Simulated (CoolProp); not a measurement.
A simple Rankine cycle with isohexane: condensing at 298.15 K, boiler at 0.351 MPa, turbine inlet 418.5 K, turbine efficiency 0.65, pump efficiency 0.6, no recuperator. Each further row changes one setting.

Model: reference Helmholtz-energy equation of state, Lemmon 2006, in CoolProp. It is a short technical equation, of lower accuracy than the large ones.

```csv
case,thermal efficiency (%),net work (kJ/kg),heat in (kJ/kg),turbine exit temperature (K),volume ratio over the turbine
as stated,10.4,59.4,571,?,12.3
turbine inlet 438.5 K,10.2,?,617,406.1,?
condensing temperature 290.15 K,11.4,?,588,381.8,?
boiler pressure 0.246 MPa,?,52.1,574,391.0,8.53
turbine efficiency 0.55,8.8,?,571,390.2,12.5
```

Some entries are withheld; supply them.


- as stated, turbine exit temperature (K): 385.7
- turbine inlet 438.5 K, net work (kJ/kg): 62.8
- turbine inlet 438.5 K, volume ratio over the turbine: 12.2
- condensing temperature 290.15 K, net work (kJ/kg): 67.2
- condensing temperature 290.15 K, volume ratio over the turbine: 17.2
- boiler pressure 0.246 MPa, thermal efficiency (%): 9.1
- turbine efficiency 0.55, net work (kJ/kg): 50.1
